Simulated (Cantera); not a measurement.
Charge: 1 mol CHF3, at 0.000910 bar.

Cantera equilibrium calculation (NASA polynomials, part measured and part estimated; ideal gas, pure solids and liquids). Candidate condensed phases: C, C6H6, C7H8, C8H18; 95 gas species. Gases not in the tables: C2F6 and larger saturated fluorocarbons. Rates play no part.

Q: What share of the C ends up in condensed phases as a function of T (°C), at 1525, 1600, 1675, 1750, 1825, 1900, 1975?

A: 
```json
[
 {"T (°C)": "1525", "C condensed (%)": "48.2", "as": "C(graphite)"},
 {"T (°C)": "1600", "C condensed (%)": "46.6", "as": "C(graphite)"},
 {"T (°C)": "1675", "C condensed (%)": "44.2", "as": "C(graphite)"},
 {"T (°C)": "1750", "C condensed (%)": "41.7", "as": "C(graphite)"},
 {"T (°C)": "1825", "C condensed (%)": "42.0", "as": "C(graphite)"},
 {"T (°C)": "1900", "C condensed (%)": "48.3", "as": "C(graphite)"},
 {"T (°C)": "1975", "C condensed (%)": "58.6", "as": "C(graphite)"}
]
```
